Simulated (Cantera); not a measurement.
Feed: 1 mol SiF4, a varied amount of NH3, 9.4 mol N2, equilibrated at 848.15 K and 0.430 bar.

Equilibrium computed with Cantera from the NASA thermochemical tables; the gas is ideal and each condensed phase is pure. Candidate condensed phases: Si, Si3N4; 37 gas species. Rates play no part.

log p: log10 of the partial pressure in bar; n: condensed amount in mol.

```csv
n(NH3) (mol),log p N2,log p H2,log p SiF4,log p NH3,log p HF,log p SiHF3,log p SiF3,n Si3N4(s)
0.75,-0.45,-1.39,-1.44,-5.04,-4.64,-5.14,-7.75,?
1.1,-0.47,-1.25,-1.47,-4.83,-4.57,-5.09,-7.76,?
1.5,-0.49,-1.14,-1.49,-4.68,-4.53,-5.05,-7.78,?
2.2,-0.52,-1.02,-1.54,-4.51,-4.48,-5.02,-7.81,?
3.1,-0.55,-0.92,-1.59,-4.38,-4.45,-5.00,-7.84,?
4.4,-0.59,-0.83,-1.65,-4.26,-4.43,-5.00,-7.88,?
6.3,-0.63,-0.75,-1.73,-4.17,-4.42,-5.01,-7.93,?
9,-0.68,-0.69,-1.82,-4.10,-4.42,-5.04,-7.99,?
13,-0.73,-0.64,-1.93,-4.04,-4.43,-5.08,-8.07,?
18,-0.77,-0.60,-2.03,-4.01,-4.44,-5.14,-8.14,?
26,-0.81,-0.57,-2.16,-3.99,-4.46,-5.21,-8.23,?
```

Q: Fill in the missing entries.

A: 
- 0.75, n Si3N4(s): 3.68e-5
- 1.1, n Si3N4(s): 4.52e-5
- 1.5, n Si3N4(s): 5.36e-5
- 2.2, n Si3N4(s): 6.66e-5
- 3.1, n Si3N4(s): 8.15e-5
- 4.4, n Si3N4(s): 0.000101
- 6.3, n Si3N4(s): 0.000127
- 9, n Si3N4(s): 0.000160
- 13, n Si3N4(s): 0.000206
- 18, n Si3N4(s): 0.000260
- 26, n Si3N4(s): 0.000340
